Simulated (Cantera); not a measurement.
A counterflow diffusion flame at 100000 Pa, nozzles 20 mm apart: fuel side 42.7 % CH₄, 41.5 % C₂H₆, 15.8 % C₃H₈ at 475 K, oxidiser side 27.0 % O₂, 73.0 % N₂ at 600 K, fuel mass flux 1.3 times the oxidiser's; mixture-averaged transport, no radiation.

Detailed kinetics in Cantera: GRI-Mech 3.0 (53 species, 325 reactions). GRI-Mech 3.0 was tuned for natural gas; its chemistry of propane as a main component is partial and can be far from experiment. GRI-Mech 3.0 has no aromatics or soot, which form on the fuel side of real flames. The maximum strain rate includes the flame's own expansion and is several times the mean.

x: mole fraction; the columns are a selection and need not sum to one.

```tsv
oxidiser flux (kg/m²/s)	max strain (1/s)	mean strain (1/s)	T max (K)	peak x OH	peak x H	peak x NO	peak x CO	peak x C₂H₂
0.25	270	45.8	2372	0.0153	0.00700	?	0.101	0.0460
0.36	377	66.0	2343	0.0152	0.00740	?	0.0989	0.0447
0.51	520	93.5	2320	0.0151	0.00777	?	0.0971	0.0433
0.73	724	134	2298	0.0150	0.00819	?	0.0953	0.0418
1	971	183	2281	0.0149	0.00857	?	0.0940	0.0404
1.5	1410	275	2256	0.0146	0.00901	?	0.0925	0.0384
2.1	1930	385	2233	0.0142	0.00930	?	0.0914	0.0363
```

Problem. What belongs in the gaps?

Solution. 
- 0.25, peak x NO: 0.000631
- 0.36, peak x NO: 0.000550
- 0.51, peak x NO: 0.000488
- 0.73, peak x NO: 0.000434
- 1, peak x NO: 0.000391
- 1.5, peak x NO: 0.000335
- 2.1, peak x NO: 0.000287
